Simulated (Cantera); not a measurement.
An adiabatic, constant-volume homogeneous reactor starts with CH₃OH : O₂ : N₂ = 1 : 0.833 : 9.17 (molar parts), equivalence ratio 1.8, at 1650 K and 9.60 bar. Integrator tolerance rtol = 1e-08.

Detailed kinetics in Cantera: GRI-Mech 3.0 (53 species, 325 reactions). GRI-Mech 3.0 was tuned for natural gas; its chemistry of methanol as a main component is partial and can be far from experiment.

Problem. What does this change do: constant pressure in place of constant volume?

Solution. 
```json
[
 {"quantity": "time of steepest temperature rise", "before": "10.5 µs", "after": "12.7 µs"},
 {"quantity": "temperature at 4.00 s", "before": "2549 K", "after": "2335 K"},
 {"quantity": "equilibrium temperature", "before": "2549 K", "after": "2335 K"},
 {"quantity": "x(CH₃OH) at 4.00 s", "before": "<1e-12 (gas-phase equilibrium <1e-12)", "after": "<1e-12 (gas-phase equilibrium <1e-12)"},
 {"quantity": "x(O₂) at 4.00 s", "before": "1.85e-5 (gas-phase equilibrium 1.85e-5)", "after": "3.42e-6 (gas-phase equilibrium 3.42e-6)"},
 {"quantity": "x(CH₃) at 4.00 s", "before": "2.75e-11 (gas-phase equilibrium 3.09e-11)", "after": "1.27e-11 (gas-phase equilibrium 1.42e-11)"},
 {"quantity": "x(H) at 4.00 s", "before": "0.00171 (gas-phase equilibrium 0.00171)", "after": "0.000847 (gas-phase equilibrium 0.000847)"},
 {"quantity": "x(O) at 4.00 s", "before": "1.96e-5 (gas-phase equilibrium 1.96e-5)", "after": "3.65e-6 (gas-phase equilibrium 3.65e-6)"},
 {"quantity": "x(H₂) at 4.00 s", "before": "0.0492 (gas-phase equilibrium 0.0492)", "after": "0.0504 (gas-phase equilibrium 0.0504)"},
 {"quantity": "x(NO) at 4.00 s", "before": "0.000231 (gas-phase equilibrium 0.000231)", "after": "6.68e-5 (gas-phase equilibrium 6.68e-5)"}
]
```

Problem. What does this change do: pressure from 9.60 bar to 6.90 bar?

Solution. 
| quantity | before | after |
|---|---|---|
| time of steepest temperature rise | 10.5 µs | 13.9 µs |
| temperature at 4.00 s | 2549 K | 2545 K |
| equilibrium temperature | 2549 K | 2545 K |
| x(CH₃OH) at 4.00 s | <1e-12 (gas-phase equilibrium <1e-12) | <1e-12 (gas-phase equilibrium <1e-12) |
| x(O₂) at 4.00 s | 1.85e-5 (gas-phase equilibrium 1.85e-5) | 2.49e-5 (gas-phase equilibrium 2.49e-5) |
| x(CH₃) at 4.00 s | 2.75e-11 (gas-phase equilibrium 3.09e-11) | 1.67e-11 (gas-phase equilibrium 1.88e-11) |
| x(H) at 4.00 s | 0.00171 (gas-phase equilibrium 0.00171) | 0.00199 (gas-phase equilibrium 0.00199) |
| x(O) at 4.00 s | 1.96e-5 (gas-phase equilibrium 1.96e-5) | 2.64e-5 (gas-phase equilibrium 2.64e-5) |
| x(H₂) at 4.00 s | 0.0492 (gas-phase equilibrium 0.0492) | 0.0492 (gas-phase equilibrium 0.0492) |
| x(NO) at 4.00 s | 0.000231 (gas-phase equilibrium 0.000231) | 0.000265 (gas-phase equilibrium 0.000265) |
